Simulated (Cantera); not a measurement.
A freely propagating, adiabatic, planar premixed flame of CH4 : C2H6 : O2 : N2 = 1 : 0.042 : 2.15 : 8.07 (molar parts), equivalence ratio 1.00, unburnt at 525 K and 510000 Pa; mixture-averaged transport, grid criteria slope 0.08 and curve 0.16, no radiation.

Computed with Cantera and GRI-Mech 3.0 (53 species, 325 reactions). Burning velocities carry a grid error of a few per cent, more on coarse grids.

Question: Predict: laminar burning velocity; thermal thickness; peak x(CH3); peak x(H); peak x(CH2).

Answer: 
| Property | Value |
|---|---|
| laminar burning velocity | 57.1 cm/s |
| thermal thickness | 0.106 mm |
| peak x(CH3) | 0.00191 |
| peak x(H) | 0.00325 |
| peak x(CH2) | 4.53e-5 |
